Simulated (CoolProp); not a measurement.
A closed Brayton cycle with carbon dioxide: compressor inlet 327.15 K and 8.8 MPa, high pressure 17.1 MPa, turbine inlet 695 K, compressor efficiency 0.8, turbine efficiency 0.9, recuperator effectiveness 0 (on enthalpy, no pinch check). Each further row changes one setting.

Model: reference Helmholtz-energy equation of state, Span 1996, in CoolProp.

| case | thermal efficiency (%) | net work (kJ/kg) | compressor to turbine work | compressor exit (K) | turbine exit (K) |
|---|---|---|---|---|---|
| as stated | 9.7 | 40.4 | 0.45 | 381.9 | 622.2 |
| turbine inlet 645 K | 9.6 | 34.1 | 0.49 | 381.9 | 575.0 |
| compressor inlet 337.15 K | 9.2 | 35.7 | 0.52 | 396.6 | 622.2 |
| high pressure 14.5 MPa | 7.5 | 32.1 | 0.43 | 368.0 | 640.1 |
| recuperator effectiveness 0.5 | 14.7 | 40.4 | 0.45 | 381.9 | 622.2 |
